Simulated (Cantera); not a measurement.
A Cantera script and its output.

```python
import numpy as np
import cantera as ct

gas = ct.Solution("gri30.yaml")
gas.TPX = 1323, 101325, {'N2O': 1, 'O2': 0.71}
reactor = ct.IdealGasConstPressureReactor(gas, energy="off", clone=False)
net = ct.ReactorNet([reactor])
net.rtol, net.atol = 1e-08, 1e-18
show = ['N2O', 'O2', 'NO', 'NO2', 'N2', 'O']
times = np.geomspace(7e-06, 10, 14)

steps = ct.SolutionArray(gas, extra=["t"])
rows = []
print(f"{'t/s':>10s}{'T/K':>9s}{'P/Pa':>11s}" + "".join(f"{s:>11s}" for s in show))
for t in times:
    while net.time < t:
        t_next = net.step()
        steps.append(gas.state, t=t_next)
    rows.append([np.interp(t, steps.t, y) for y in (steps.T, steps.P, *steps(*show).X.T)])
    print(f"{t:10.3e}{rows[-1][0]:9.1f}{rows[-1][1]:11.4g}" + "".join(f"{x:11.3e}" for x in rows[-1][2:]))
rate = np.gradient(steps.T, steps.t)
print("integrator steps:", len(steps.t))
if steps.T.max() > steps.T[0] + 200:
    print(f"time of steepest temperature rise: {steps.t[rate.argmax()]:.4e} s")
gas.TPX = 1323, 101325, {'N2O': 1, 'O2': 0.71}
gas.equilibrate("TP")
print(f"equilibrium (TP): T = {gas.T:.1f} K  " + "  ".join(f"{s} {gas[s].X[0]:.3e}" for s in show))
```

It prints:

```
       t/s      T/K       P/Pa        N2O         O2         NO        NO2         N2          O
 7.000e-06   1323.0  1.013e+05  5.848e-01  4.152e-01  1.195e-06  5.732e-12  1.314e-05  6.238e-06
 2.082e-05   1323.0  1.013e+05  5.847e-01  4.152e-01  6.521e-06  1.669e-10  4.691e-05  9.255e-06
 6.194e-05   1323.0  1.013e+05  5.846e-01  4.152e-01  2.507e-05  2.445e-09  1.545e-04  9.709e-06
 1.843e-04   1323.0  1.013e+05  5.841e-01  4.153e-01  8.063e-05  2.491e-08  4.755e-04  9.709e-06
 5.482e-04   1323.0  1.013e+05  5.828e-01  4.155e-01  2.454e-04  2.213e-07  1.428e-03  9.705e-06
 1.631e-03   1323.0  1.013e+05  5.788e-01  4.162e-01  7.315e-04  1.736e-06  4.246e-03  9.689e-06
 4.851e-03   1323.0  1.013e+05  5.673e-01  4.181e-01  2.144e-03  1.084e-05  1.248e-02  9.632e-06
 1.443e-02   1323.0  1.013e+05  5.347e-01  4.234e-01  6.086e-03  4.618e-05  3.567e-02  9.437e-06
 4.293e-02   1323.0  1.013e+05  4.520e-01  4.372e-01  1.590e-02  1.384e-04  9.480e-02  8.862e-06
 1.277e-01   1323.0  1.013e+05  2.889e-01  4.649e-01  3.397e-02  3.102e-04  2.119e-01  7.324e-06
 3.799e-01   1323.0  1.013e+05  1.008e-01  4.990e-01  5.060e-02  4.792e-04  3.490e-01  4.078e-06
 1.130e+00   1323.0  1.013e+05  1.073e-02  5.177e-01  5.393e-02  6.040e-04  4.171e-01  7.693e-07
 3.362e+00   1323.0  1.013e+05  3.997e-05  5.201e-01  5.356e-02  8.336e-04  4.254e-01  1.939e-07
 1.000e+01   1323.0  1.013e+05  8.309e-07  5.201e-01  5.353e-02  8.360e-04  4.255e-01  1.919e-07
integrator steps: 934
equilibrium (TP): T = 1323.0 K  N2O 2.819e-08  O2 5.472e-01  NO 5.638e-04  NO2 9.031e-06  N2 4.522e-01  O 1.968e-07
```

Computed with Cantera and GRI-Mech 3.0 (53 species, 325 reactions). GRI-Mech 3.0 was tuned for natural gas; its chemistry of N2O as a main component is partial and can be far from experiment. The mechanism lacks the step 2 NO + O2 → 2 NO2, which can matter for NO2 below about 1400 K. The temperature is held fixed by assumption; the heat of reaction is taken as removed at once.
